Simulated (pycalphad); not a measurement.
Computed with pycalphad from the COST 507 light-alloy database (1999), at 1 atm. The data set is of 1999 and partly superseded. Kinetics are ignored, which matters at the lower temperatures.

Molar enthalpy of Ti-1.239C (wt.%) in equilibrium (SER reference):

```
T (°C)  H (kJ/mol)        phases
------  ----------  ------------
2577        105.29        liquid
2427         98.49        liquid
2277         91.69        liquid
2127         84.90        liquid
1977         78.10        liquid
1877         73.57        liquid
1827         71.31        liquid
1677         61.79  liquid + fcc
1627         44.14     bcc + fcc
1577         42.18     bcc + fcc
1527         40.26     bcc + fcc
1377         34.71     bcc + fcc
1227         29.46     bcc + fcc
1077         24.48     bcc + fcc
927          19.74     bcc + fcc
777          11.38     hcp + fcc
627           6.40     hcp + fcc
477           1.69     hcp + fcc
327          -2.77     hcp + fcc
```

Cooling from 1827 °C to 1627 °C, across the freezing range, releases 27.2 kJ/mol, or 589 J/g. The slope is 45 J/(mol K) in the liquid and 39 J/(mol K) just below the solidus, where it includes any heat of precipitation. Liquidus 1802 °C, solidus 1652 °C. Changes were sought between steps of 50 K, so a narrower field can be missed.

The fcc model also describes the rock-salt carbide or nitride (TiC, TiN, HfC).
